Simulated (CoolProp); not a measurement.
Computed with CoolProp (reference Helmholtz-energy equation of state, Smukala 2000).

Problem. For ethylene, give the phase and the density (kg/m³), cp (kJ/(kg K)), cv (kJ/(kg K)), expansivity (1/kK) at 194.8 K and 1.68 bar.

Solution. 
- 194.8 K and 1.68 bar: gas; density 3.02, cp 1.33, cv 0.983, expansivity 5.74
